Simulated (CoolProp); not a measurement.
Vapour-liquid equilibrium of n-decane (1) + n-dodecane (2) at 298.95 °C; x and y are mole fractions of (1).

The numbers come from the multi-fluid Helmholtz-energy mixture model, Lemmon 2006 and Lemmon 2004; pair parameters Bell 2016 in CoolProp.

```json
[
 {"x": "0.05", "bubble pressure, mixture model (MPa)": "0.5442", "bubble pressure, Raoult's law (MPa)": "0.5494", "y, mixture model": "0.081", "y, Raoult's law": "0.101"},
 {"x": "0.125", "bubble pressure, mixture model (MPa)": "0.5819", "bubble pressure, Raoult's law (MPa)": "0.5936", "y, mixture model": "0.194", "y, Raoult's law": "0.234"},
 {"x": "0.2", "bubble pressure, mixture model (MPa)": "0.6211", "bubble pressure, Raoult's law (MPa)": "0.6378", "y, mixture model": "0.296", "y, Raoult's law": "0.348"},
 {"x": "0.275", "bubble pressure, mixture model (MPa)": "0.6617", "bubble pressure, Raoult's law (MPa)": "0.6820", "y, mixture model": "0.389", "y, Raoult's law": "0.447"},
 {"x": "0.35", "bubble pressure, mixture model (MPa)": "0.7034", "bubble pressure, Raoult's law (MPa)": "0.7262", "y, mixture model": "0.475", "y, Raoult's law": "0.535"},
 {"x": "0.425", "bubble pressure, mixture model (MPa)": "0.7462", "bubble pressure, Raoult's law (MPa)": "0.7703", "y, mixture model": "0.553", "y, Raoult's law": "0.612"},
 {"x": "0.5", "bubble pressure, mixture model (MPa)": "0.7901", "bubble pressure, Raoult's law (MPa)": "0.8145", "y, mixture model": "0.625", "y, Raoult's law": "0.681"},
 {"x": "0.575", "bubble pressure, mixture model (MPa)": "0.8349", "bubble pressure, Raoult's law (MPa)": "0.8587", "y, mixture model": "0.691", "y, Raoult's law": "0.743"},
 {"x": "0.65", "bubble pressure, mixture model (MPa)": "0.8808", "bubble pressure, Raoult's law (MPa)": "0.9029", "y, mixture model": "0.753", "y, Raoult's law": "0.798"},
 {"x": "0.725", "bubble pressure, mixture model (MPa)": "0.9276", "bubble pressure, Raoult's law (MPa)": "0.9471", "y, mixture model": "0.811", "y, Raoult's law": "0.849"},
 {"x": "0.8", "bubble pressure, mixture model (MPa)": "0.9755", "bubble pressure, Raoult's law (MPa)": "0.9913", "y, mixture model": "0.866", "y, Raoult's law": "0.895"},
 {"x": "0.875", "bubble pressure, mixture model (MPa)": "1.024", "bubble pressure, Raoult's law (MPa)": "1.035", "y, mixture model": "0.918", "y, Raoult's law": "0.937"},
 {"x": "0.95", "bubble pressure, mixture model (MPa)": "1.075", "bubble pressure, Raoult's law (MPa)": "1.080", "y, mixture model": "0.968", "y, Raoult's law": "0.976"}
]
```

The largest gap from Raoult's law is -3.1 % in bubble pressure, at x = 0.35. No azeotrope shows between x = 0.05 and 0.95.

The pair parameters rest on a limited set of measurements; away from them the model extrapolates.
